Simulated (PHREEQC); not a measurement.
BaCl2 is added in steps, without added water, to 1 kg of water holding 0.00062 mol/kgw Ca(HCO3)2, 0.0013 mol/kgw NaF and 0.014 mol/kgw NaCl, at 25 °C. Oxygen is held at 0.21 atm. No CO2 enters from the air. Solids allowed: Calcite, Fluorite, BaF2, Portlandite, Witherite, Halite, Nahcolite, Natron. Others were left out.

Base run: PHREEQC, ion-association model, wateq4f.dat. Each further column changes one thing. The table gives Fluorite (mol).

```tsv
BaCl2 added (mol)	base	all activity coefficients set to 1	Davies equation for every ion	metal-ligand complexes left out	Debye-Hückel limiting law
0	0.000400	0.000452	0.000399	0.000403	0.000389
0.00077	0.000397	0.000452	0.000396	0.000400	0.000383
0.00154	0.000394	0.000452	0.000393	0.000397	0.000379
0.002695	0.000390	0.000453	0.000389	0.000392	0.000372
0.003465	0.000387	0.000453	0.000386	0.000390	0.000367
0.004235	0.000385	0.000453	0.000384	0.000387	0.000363
0.005005	0.000382	0.000453	0.000381	0.000385	0.000359
0.00616	0.000379	0.000453	0.000378	0.000381	0.000352
0.00693	0.000377	0.000453	0.000375	0.000379	0.000348
0.0077	0.000375	0.000453	0.000373	0.000377	0.000344
```
